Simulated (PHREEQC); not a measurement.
## Brine (model solution)

Dissolve 0.59 mol MgSO4 and 0.00013 mol H4SiO4 per kg of water at 90 °C. Closed to the air; pH follows from the charge balance.

The numbers come from PHREEQC with the Pitzer model, pitzer.dat.

Each row changes one thing in this solution. This is a speciation only: nothing precipitates in the calculation.

| case | pH | SI of Kieserite (MgSO4:H2O) | SI of Hexahydrite (MgSO4:6H2O) |
|---|---|---|---|
| as made | 6.03 | -1.39 | -1.43 |
| H4SiO4 left out | 6.04 | -1.39 | -1.43 |
| H4SiO4 from 0.00013 to 0.000195 mol/kgw | 6.03 | -1.39 | -1.43 |
| H4SiO4 from 0.00013 to 0.000143 mol/kgw | 6.03 | -1.39 | -1.43 |
| 0.4 mol/kgw KCl added | 6.02 | -1.44 | -1.52 |

In brines, pH and single-ion activities rest on the MacInnes convention. Away from 25 °C the constants follow the database's enthalpies or fits; those with neither stay at their 25 °C values.
